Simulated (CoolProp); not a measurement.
Vapour pressure (MPa) of nitrogen: the reference equation beside estimates from Tc = -147.0 °C, pc = 3.396 MPa, ω = 0.037. Clausius-Clapeyron is anchored at -165.65 °C with a constant enthalpy of vaporisation of 3.976 kJ/mol.

The numbers come from the reference Helmholtz-energy equation of state, Span 2000 in CoolProp.

```tsv
T (°C)	reference	Clausius-Clapeyron	Redlich-Kwong	Soave-Redlich-Kwong
-178.45	0.5282	0.6930	0.5203	0.5309
-175.25	0.6708	0.8173	0.6685	0.6758
-172.05	0.8393	0.9540	0.8438	0.8471
-168.85	1.036	1.103	1.048	1.047
-165.65	1.264	1.264	1.285	1.279
-162.45	1.526	1.438	1.554	1.545
-159.25	1.825	1.623	1.859	1.848
-156.05	2.165	1.820	2.202	2.189
-152.75	2.561	2.036	2.597	2.585
-149.55	2.998	2.257	3.021	3.014
```

Absolute difference from the reference over all 10 rows, mean and median: Clausius-Clapeyron 15.1 and 14.8 %, Redlich-Kwong 1.3 and 1.5 %, Soave-Redlich-Kwong 1.0 and 1.0 %.
